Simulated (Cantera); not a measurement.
Cantera with NASA thermochemical tables; ideal gases at 1 bar, condensed phases pure. Values are per mole of reaction as written; species without (g) are pure solids or liquids, kept so even where they would boil at 1 bar.

Q: Between 300 and 543 K, where is each reaction favourable under standard conditions?
- 0.5 Ti + Cl2(g) ⇌ 0.5 TiCl4
- 0.6667 Fe + Cl2(g) ⇌ 0.6667 FeCl3(g)
- 0.6667 Al + Cl2(g) ⇌ 0.6667 AlCl3(g)

A: 
- 0.5 Ti + Cl2(g) ⇌ 0.5 TiCl4: ΔG° is -368 kJ at 300 K and -343 kJ at 543 K; it stays negative (K > 1). ΔH° is -396 kJ and ΔS° -98 J/K at 543 K.
- 0.6667 Fe + Cl2(g) ⇌ 0.6667 FeCl3(g): ΔG° is -165 kJ at 300 K and -162 kJ at 543 K; it stays negative (K > 1). ΔH° is -169 kJ and ΔS° -12 J/K at 543 K.
- 0.6667 Al + Cl2(g) ⇌ 0.6667 AlCl3(g): ΔG° is -380 kJ at 300 K and -372 kJ at 543 K; it stays negative (K > 1). ΔH° is -390 kJ and ΔS° -33 J/K at 543 K.
